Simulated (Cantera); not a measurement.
# Ignition delay

Mixture: CH4 : CO : O2 : N2 : H2O = 1 : 1.3 : 1.47 : 5.54 : 2 (molar parts), at 13.0 bar, adiabatic and at constant pressure. Ignition delay is the time to a rise of 400 K.

Cantera simulation using GRI-Mech 3.0 (53 species, 325 reactions); the numbers are that mechanism's predictions, not measurements. The pressure lies above the range GRI-Mech 3.0 was tuned for (to about 10 atm).

```tsv
T0 (K)	delay (ms)
1198	14.1
1273	4.92
1348	1.88
1423	0.772
1498	0.336
```

apparent activation energy between 1348 and 1498 K: 190 kJ/mol
